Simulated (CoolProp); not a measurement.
Vapour-liquid equilibrium of benzene (1) + toluene (2) at 323.9 K; x and y are mole fractions of (1).

The numbers come from the multi-fluid Helmholtz-energy mixture model, Thol 2012 and Lemmon 2006; pair parameters Bell 2016 in CoolProp.

| x | bubble pressure, mixture model (bar) | bubble pressure, Raoult's law (bar) | y, mixture model | y, Raoult's law |
|---|---|---|---|---|
| 0.05 | 0.1389 | 0.1391 | 0.131 | 0.134 |
| 0.15 | ___ | 0.1637 | 0.337 | 0.341 |
| 0.25 | 0.1874 | 0.1883 | 0.491 | 0.495 |
| 0.35 | 0.2119 | 0.2128 | 0.609 | 0.613 |
| 0.45 | 0.2365 | 0.2374 | ___ | 0.706 |
| 0.55 | 0.2612 | 0.2620 | ___ | 0.782 |
| 0.65 | 0.2859 | 0.2865 | 0.844 | 0.845 |
| 0.75 | 0.3106 | 0.3111 | 0.897 | 0.898 |
| 0.85 | 0.3353 | 0.3357 | 0.943 | 0.943 |
| 0.95 | 0.3601 | 0.3602 | 0.982 | 0.982 |

**Question.** Complete the blanks.

**Answer.** 
- 0.15, bubble pressure, mixture model (bar): 0.1630
- 0.45, y, mixture model: 0.703
- 0.55, y, mixture model: 0.780

The largest gap from Raoult's law is -0.5 % in bubble pressure, at x = 0.25. No azeotrope shows between x = 0.05 and 0.95.

Pair parameters are fitted to limited data, so mixtures are less certain than the pure fluids.
